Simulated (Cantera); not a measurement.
A Cantera script and what it prints.

```python
import numpy as np
import cantera as ct

gas_names = [...]  # 113 gases of nasa_gas.yaml made of C, H, O, Ta
cond_names = """
    C(gr) C6H6(L) C7H8(L) C8H18(L),n-octa H2O(s) H2O(L) Ta(cr) Ta(L) TaC(s) TaC(L) Ta2O5(s) Ta2O5(L)
""".split()


# ... load() reads the species with a 1 bar reference pressure and builds the phases ...
atoms = {
    'Ta2O5': {'Ta': 2, 'O': 5},
    'CH4': {'C': 1, 'H': 4},
    'CO': {'C': 1, 'O': 1},
}
top_T = {'C(gr)': 4500}  # K; cautious upper limits of use, not melting points


# ... equilibrate(T, P, feed) seeds the gas with the atoms and calls Mixture.equilibrate('TP', solver="vcs", rtol=1e-11, max_steps=5000) ...
results = []
feed = {'Ta2O5': 1, 'CH4': 0.8, 'CO': 0.094}  # mol
P = 100000  # Pa
for T in [1523, 1573, 1623, 1673, 1723, 1773, 1823, 1873, 1923, 1973, 2023, 2073, 2123]:
    mix = equilibrate(T, P, feed)
    results.append((T, P, feed, dict(zip(mix.species_names, mix.species_moles))))
    x = sorted(zip(gas.X, gas.species_names), reverse=True)
    print(f"T = {T:g} K  P = {P:g} Pa  gas = {mix.phase_moles(0):.4g} mol")
    print("   x: " + "  ".join(f"{s} {v:.3e}" for v, s in x if v > 0.001))
    print("   condensed (mol): " + ("  ".join(f"{mix.phase(i).name} {mix.phase_moles(i):.4g}"
          for i in range(1, mix.n_phases) if mix.phase_moles(i) > 1e-12) or "none"))
```

Result:

```
T = 1523 K  P = 100000 Pa  gas = 2.263 mol
   x: H2 7.040e-01  CO 2.926e-01  H2O 2.758e-03
   condensed (mol): TaC(s) 0.2305  Ta2O5(s) 0.8847
T = 1573 K  P = 100000 Pa  gas = 2.263 mol
   x: H2 7.039e-01  CO 2.926e-01  H2O 2.960e-03
   condensed (mol): TaC(s) 0.2307  Ta2O5(s) 0.8846
T = 1623 K  P = 100000 Pa  gas = 2.263 mol
   x: H2 7.038e-01  CO 2.926e-01  H2O 3.161e-03
   condensed (mol): TaC(s) 0.2309  Ta2O5(s) 0.8846
T = 1673 K  P = 100000 Pa  gas = 2.263 mol
   x: H2 7.036e-01  CO 2.925e-01  H2O 3.360e-03
   condensed (mol): TaC(s) 0.231  Ta2O5(s) 0.8845
T = 1723 K  P = 100000 Pa  gas = 2.263 mol
   x: H2 7.034e-01  CO 2.925e-01  H2O 3.557e-03
   condensed (mol): TaC(s) 0.2311  Ta2O5(s) 0.8844
T = 1773 K  P = 100000 Pa  gas = 2.263 mol
   x: H2 7.031e-01  CO 2.924e-01  H2O 3.750e-03
   condensed (mol): TaC(s) 0.2313  Ta2O5(s) 0.8844
T = 1823 K  P = 100000 Pa  gas = 2.263 mol
   x: H2 7.029e-01  CO 2.924e-01  H2O 3.941e-03
   condensed (mol): TaC(s) 0.2314  Ta2O5(s) 0.8843
T = 1873 K  P = 100000 Pa  gas = 2.263 mol
   x: H2 7.026e-01  CO 2.923e-01  H2O 4.128e-03
   condensed (mol): TaC(s) 0.2315  Ta2O5(s) 0.8842
T = 1923 K  P = 100000 Pa  gas = 2.263 mol
   x: H2 7.022e-01  CO 2.922e-01  H2O 4.311e-03
   condensed (mol): TaC(s) 0.2316  Ta2O5(s) 0.8842
T = 1973 K  P = 100000 Pa  gas = 2.264 mol
   x: H2 7.018e-01  CO 2.922e-01  H2O 4.490e-03  H 1.130e-03
   condensed (mol): TaC(s) 0.2317  Ta2O5(s) 0.8841
T = 2023 K  P = 100000 Pa  gas = 2.264 mol
   x: H2 7.013e-01  CO 2.921e-01  H2O 4.665e-03  H 1.590e-03
   condensed (mol): TaC(s) 0.2319  Ta2O5(s) 0.8841
T = 2073 K  P = 100000 Pa  gas = 2.265 mol
   x: H2 7.006e-01  CO 2.919e-01  H2O 4.800e-03  H 2.201e-03
   condensed (mol): TaC(s) 0.2319  Ta2O5(L) 0.884
T = 2123 K  P = 100000 Pa  gas = 2.265 mol
   x: H2 6.999e-01  CO 2.918e-01  H2O 4.848e-03  H 3.001e-03
   condensed (mol): TaC(s) 0.232  Ta2O5(L) 0.884
```

Equilibrium computed with Cantera from the NASA thermochemical tables; the gas is ideal and each condensed phase is pure. Mutual solubility and eutectic melting of coexisting phases are not modelled. TaC: taken at fixed stoichiometry. Condensed phases not in the tables: Ta2C.
